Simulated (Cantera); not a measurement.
Cantera run:

```python
import numpy as np
import cantera as ct

gas_names = """
    CL CL2 H HCL H2 Si SiCL SiCL2 SiCL3 SiCL4 SiH SiHCL3 SiH2 SiH2CL2 SiH3 SiH3CL SiH4 Si2 Si3
""".split()
cond_names = """
    Si(cr) Si(L)
""".split()


def load(file, names, dense=False):
    # The tables refer to 1 bar. Condensed volumes are neglected.
    table = {s.name: s for s in ct.Species.list_from_file(file)}
    out = []
    for n in names:
        d = dict(table[n].input_data)
        d["thermo"] = dict(d["thermo"], **{"reference-pressure": 1e5})
        if dense:
            d["equation-of-state"] = {"model": "constant-volume", "density": "1e6 g/cm^3"}
        out.append(ct.Species.from_dict(d))
    return out


gas = ct.Solution(thermo="ideal-gas", species=load("nasa_gas.yaml", gas_names))
cond = {s.name: ct.Solution(thermo="fixed-stoichiometry", species=[s], name=s.name)
        for s in load("nasa_condensed.yaml", cond_names, dense=True)}
atoms = {
    'SiHCl3': {'Si': 1, 'H': 1, 'CL': 3},
    'Cl2': {'CL': 2},
    'H2': {'H': 2},
}
top_T = {}  # K; cautious upper limits of use, not melting points


def equilibrate(T, P, feed):
    n = {}
    for name, mol in feed.items():
        for a, k in atoms[name].items():
            n[a] = n.get(a, 0.0) + k * mol
    gas.TPX = T, P, n
    mass = sum(n.values()) * gas.mean_molecular_weight
    gas.equilibrate("TP")
    valid = [c for c in cond.values() if c.min_temp <= T <= top_T.get(c.name, c.max_temp)]
    mix = ct.Mixture([(gas, mass / gas.mean_molecular_weight)] + [(c, 0.0) for c in valid])
    mix.T, mix.P = T, P
    mix.equilibrate("TP", solver="vcs", rtol=1e-11, max_steps=5000)
    return mix


results = []
feed = {'SiHCl3': 1, 'Cl2': 0.043, 'H2': 66}  # mol
P = 2000  # Pa
for T in [948, 998, 1048, 1098, 1148, 1198, 1248]:
    mix = equilibrate(T, P, feed)
    results.append((T, P, feed, dict(zip(mix.species_names, mix.species_moles))))

top = {s: max(r[3][s] / sum(r[3][g] for g in gas_names) for r in results) for s in gas_names}
cols = sorted((s for s in top if top[s] > 1e-06), key=lambda s: -top[s])[:8]
seen = [c for c in cond_names if any(r[3].get(c, 0) > 1e-12 for r in results)]
print("log10 of partial pressures in bar; condensed amounts in mol")
print(f"{'T/K':>10s}" + "".join(f"{s[:9]:>10s}" for s in cols + seen))
for T, P, feed, n in results:
    ng = sum(n[g] for g in gas_names)
    print(f"{T:10.4g}" + "".join(f"{np.log10(max(n[s] / ng * P / 1e5, 1e-99)):10.3f}" for s in cols)
          + "".join(f"{n.get(c, 0):10.4g}" for c in seen))
```

Result:

```
log10 of partial pressures in bar; condensed amounts in mol
       T/K        H2       HCL     SiCL4     SiCL2    SiHCL3     SiCL3   SiH2CL2         H    Si(cr)
       948    -1.708    -3.695    -3.885    -5.499    -4.245    -5.457    -5.599   -10.134    0.3381
       998    -1.709    -3.521    -3.968    -5.105    -4.315    -5.231    -5.630    -9.522    0.4194
      1048    -1.711    -3.379    -4.099    -4.777    -4.421    -5.070    -5.688    -8.968    0.5104
      1098    -1.713    -3.271    -4.299    -4.521    -4.579    -4.984    -5.781    -8.463    0.5974
      1148    -1.715    -3.198    -4.587    -4.340    -4.801    -4.985    -5.918    -8.002    0.6641
      1198    -1.716    -3.159    -4.957    -4.229    -5.085    -5.067    -6.097    -7.579    0.7021
      1248    -1.717    -3.141    -5.375    -4.166    -5.404    -5.199    -6.299    -7.189    0.7169
```

These are equilibrium values from Cantera (NASA tables, ideal gas, pure condensed phases), not measurements of a reactor. The tables' values for SiCl3 are old estimates; treat these amounts as uncertain.
